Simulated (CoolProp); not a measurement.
Values from CoolProp's reference Helmholtz-energy equation of state, Lemmon 2006. It is a short technical equation, of lower accuracy than the large ones.

### Question
Give the vapour pressure (bar), liquid density (kg/m³), enthalpy of vaporisation (kJ/kg), liquid cp (kJ/(kg K)) of saturated carbonyl sulfide at 274.4 K.

### Answer
```
T (K)  p (bar)  liquid density (kg/m³)  enthalpy of vaporisation (kJ/kg)  liquid cp (kJ/(kg K))
-----  -------  ----------------------  --------------------------------  ---------------------
274.4     6.75                    1060                               269                   1.28
```
